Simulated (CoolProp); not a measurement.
Vapour-liquid equilibrium of dimethyl ether (1) + R236FA (2) at 55.5 kPa; x and y are mole fractions of (1).

Model: multi-fluid Helmholtz-energy mixture model, Wu 2011 and Pan 2012; pair parameters Bell 2016, in CoolProp.

```tsv
x	bubble temperature, mixture model (°C)	bubble temperature, Raoult's law (°C)	y, mixture model	y, Raoult's law
0.05	?	-16.9	0.062	0.127
0.125	-15.9	-19.3	0.163	0.287
0.2	-16.7	-21.6	0.274	0.418
0.275	-17.8	-23.7	0.391	0.526
0.35	-19.2	-25.6	0.509	0.615
0.425	-21.0	-27.4	0.622	0.690
0.5	?	-29.1	?	0.754
0.575	?	-30.6	?	0.808
0.65	-27.9	-32.1	0.876	0.854
0.725	-30.4	-33.4	0.925	0.894
0.8	-32.8	-34.7	0.959	0.928
0.875	-34.9	-35.9	?	0.958
0.95	-36.8	-37.1	0.994	0.984
```

Question: Complete the blanks.

Answer: 
- 0.05, bubble temperature, mixture model (°C): -15.3
- 0.5, bubble temperature, mixture model (°C): -23.1
- 0.5, y, mixture model: 0.724
- 0.575, bubble temperature, mixture model (°C): -25.4
- 0.575, y, mixture model: 0.809
- 0.875, y, mixture model: 0.981

The largest gap from Raoult's law is +6.4 K in bubble temperature, at x = 0.425. No azeotrope shows between x = 0.05 and 0.95.

The pair parameters rest on a limited set of measurements; away from them the model extrapolates.
